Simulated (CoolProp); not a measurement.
A single-stage vapour-compression cycle with C3F8 (R218): evaporating at 218.15 K (dew point), condensing at 256.15 K (bubble point), superheat 5 K, subcooling 0 K, compressor efficiency 0.65, no pressure losses. Each further row changes one setting.

The numbers come from the reference Helmholtz-energy equation of state, Lemmon 2006 in CoolProp. It is a short technical equation, of lower accuracy than the large ones.

```csv
case,cooling COP,pressure ratio,discharge temperature (K),refrigerating effect (kJ/kg),volumetric capacity (kJ/m³)
as stated,(withheld),5.59,264.5,77.7,331
evaporating temperature 223.15 K,3.61,4.28,263.5,(withheld),442
condensing temperature 251.15 K,3.55,(withheld),259.7,82.8,353
subcooling 5 K,3.15,5.59,264.5,82.8,353
superheat 15 K,3.06,5.59,(withheld),84.5,(withheld)
compressor efficiency 0.55,2.50,5.59,270.6,77.7,331
```

Q: Some entries are withheld; supply them.

A: 
- as stated, cooling COP: 2.96
- evaporating temperature 223.15 K, refrigerating effect (kJ/kg): 80.8
- condensing temperature 251.15 K, pressure ratio: 4.62
- superheat 15 K, discharge temperature (K): 274.9
- superheat 15 K, volumetric capacity (kJ/m³): 343
